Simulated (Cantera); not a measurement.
What does this Cantera script print?

```python
import numpy as np
import cantera as ct

gas_names = """
    CL CL2 H HCL H2 N NH NH2 NH3 N2 N2H2 N2H4 Si SiCL SiCL2 SiCL3 SiCL4 SiH SiHCL3 SiH2 SiH2CL2 SiH3
    SiH3CL SiH4 SiN Si2 Si2N Si3
""".split()
cond_names = """
    NH4CL(a) NH4CL(b) Si(cr) Si(L) Si3N4(a)
""".split()


# ... load() reads the species with a 1 bar reference pressure and builds the phases ...
atoms = {
    'Si2Cl6': {'Si': 2, 'CL': 6},
    'N2': {'N': 2},
    'H2': {'H': 2},
}
top_T = {'Si3N4(a)': 2400}  # K; cautious upper limits of use, not melting points


# ... equilibrate(T, P, feed) seeds the gas with the atoms and calls Mixture.equilibrate('TP', solver="vcs", rtol=1e-11, max_steps=5000) ...
results = []
feed = {'Si2Cl6': 1, 'N2': 40, 'H2': 10}  # mol
T = 998.15  # K
P = 1000  # Pa
mix = equilibrate(T, P, feed)
results.append((T, P, feed, dict(zip(mix.species_names, mix.species_moles))))
x = sorted(zip(gas.X, gas.species_names), reverse=True)
print(f"T = {T:g} K  P = {P:g} Pa  gas = {mix.phase_moles(0):.4g} mol")
print("   x: " + "  ".join(f"{s} {v:.3e}" for v, s in x if v > 0.001))
print("   condensed (mol): " + ("  ".join(f"{mix.phase(i).name} {mix.phase_moles(i):.4g}"
      for i in range(1, mix.n_phases) if mix.phase_moles(i) > 1e-12) or "none"))
```

It prints:

```
T = 998.15 K  P = 1000 Pa  gas = 51.65 mol
   x: N2 7.490e-01  H2 1.369e-01  HCL 1.133e-01
   condensed (mol): Si3N4(a) 0.6545
```

Equilibrium computed with Cantera from the NASA thermochemical tables; the gas is ideal and each condensed phase is pure. The feed counts by its element totals alone. N2 is the only nitrogen source here; it is nearly inert below about 1500 K, so the nitride shown seldom forms there in practice.
